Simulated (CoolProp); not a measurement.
Vapour-liquid equilibrium of propane (1) + R113 (2) at -0.35 °C; x and y are mole fractions of (1).

Values from CoolProp's multi-fluid Helmholtz-energy mixture model, Lemmon 2009 and Marx 1992; pair parameters Bell 2016.

```tsv
x	bubble pressure (MPa)	y at the bubble point	dew pressure at overall composition x (MPa)	liquid density (mol/L)
0.05	0.04323	0.670	0.01556	8.792
0.2	0.1239	0.898	0.01841	9.207
0.35	0.1960	0.944	0.02256	9.652
0.5	0.2602	0.964	0.02909	10.13
0.65	0.3199	0.977	0.04094	10.65
0.8	0.3796	0.987	0.06900	11.20
0.95	0.4451	0.997	0.2121	11.79
```

No azeotrope shows between x = 0.05 and 0.95.

The pair parameters rest on a limited set of measurements; away from them the model extrapolates.
